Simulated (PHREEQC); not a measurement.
**Buffer: speciation**

Solution (87 °C): 0.26 mol/kgw KHCO3, 0.00089 mol/kgw KOH and 0.00015 mol/kgw KCl. Closed to the air; pH follows from the charge balance.

Equilibrium calculation in PHREEQC: ion-association model, wateq4f.dat.

Each row changes one thing in this solution. This is a speciation only: nothing precipitates in the calculation.

```
case                                              pH  ionic strength (mol/kgw)
---------------------------------------------  -----  ------------------------
as made                                         7.97                     0.266
KOH left out                                    7.93                     0.265
diluted 100-fold with water                     8.02                   0.00263
KHCO3 from 0.26 to 0.52 mol/kgw                 7.88                     0.531
KHCO3 from 0.26 to 0.234 mol/kgw                7.98                     0.240
KHCO3 replaced by KH2PO4 at the same molality   4.51                     0.263
KOH from 0.00089 to 0.000178 mol/kgw            7.94                     0.265
KHCO3 replaced by K2CO3 at the same molality   10.59                     0.759
```

The ionic strength passes 0.7 mol/kgw, the rough limit of the ion-association models, in KHCO3 replaced by K2CO3 at the same molality. Away from 25 °C the constants follow the database's enthalpies or fits; those with neither stay at their 25 °C values.
